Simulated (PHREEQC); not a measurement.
A solution holds 0.027 mol/kgw HCl, 0.00017 mol/kgw CuSO4 and 0.0062 mol/kgw MnSO4, at 25 °C. Closed to the air; pH follows from the charge balance.

All values are PHREEQC results (ion-association model, wateq4f.dat), not measurements.

| quantity | before | after |
|---|---|---|
| pH | 1.69 | 1.84 |
| ionic strength (mol/kgw) | 0.0432 | 0.0990 |
| Mn+2 (mol/kgw) | 0.00531 | 0.0221 |
| HSO4- (mol/kgw) | 0.00309 | 0.00938 |
| MnSO4 (mol/kgw) | 0.000599 | 0.00796 |
| SI of Chalcanthite (CuSO4:5H2O) | -4.39 | -3.98 |
| SI of Tenorite (CuO) | -8.38 | -8.27 |

### Question
Which change was made?
A. 0.0071 mol/kgw NaHCO3 added
B. diluted 5-fold with water
C. HCl from 0.027 to 0.0027 mol/kgw
D. MnSO4 from 0.0062 to 0.031 mol/kgw

### Answer
D, MnSO4 from 0.0062 to 0.031 mol/kgw

No solid was allowed to form.
